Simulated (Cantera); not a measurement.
Charge: 1 mol SiHCl₃, 0.12 mol HCl, a varied amount of H₂, at 10000 Pa.

These are equilibrium values from Cantera (NASA tables, ideal gas, pure condensed phases), not measurements of a reactor. Candidate condensed phases: Si; 19 gas species. The tables' values for SiCl₃ are old estimates. Kinetics and transport are ignored.

**Question.** What condenses at these points (T in K, n(H₂) in mol): (2225, 170); (1325, 140); (2325, 180); (1425, 120)?

**Answer.** 
```tsv
T (K)	n(H₂) in mol	condensed phases	Si condensed (%)
2225	170	gas only	0.0
1325	140	Si	83.0
2325	180	gas only	0.0
1425	120	Si	80.3
```
